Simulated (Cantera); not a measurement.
Input: 1 mol B2H6, 14 mol H2O, at 1925 °C and 0.133 bar.

These are equilibrium values from Cantera (NASA tables, ideal gas, pure condensed phases), not measurements of a reactor. Candidate condensed phases: B, B2O3, B3O3H3, H2O; 23 gas species. The feed counts by its element totals alone. Rates play no part.

Base state: H2O 0.554, H2 0.328, HBO2 0.104, H 0.00874, B2O3 0.00270, OH 0.00205, HBO 0.000637, BO2 0.000464 (mole fractions); condensed: gas only.

Task: What changes in the equilibrium state with this change: temperature from 1925 °C to 1550 °C?

Result: 
```
species   before     after
-------  -------  --------
H2O        0.554     0.557
H2         0.328     0.333
HBO2       0.104     0.108
H        0.00874  0.000685
O        3.82e-5   1.26e-7
O2       2.72e-5   9.34e-8
```

Task: What changes in the equilibrium state with this change: pressure from 0.133 bar to 0.900 bar?

Result: 
| species | before | after |
|---|---|---|
| H2O | 0.554 | 0.557 |
| H2 | 0.328 | 0.331 |
| HBO2 | 0.104 | 0.105 |
| H | 0.00874 | 0.00338 |
| O2 | 2.72e-5 | 4.01e-6 |
| O | 3.82e-5 | 5.64e-6 |
| OH | 0.00205 | 0.000792 |
| BO2 | 0.000464 | 0.000179 |
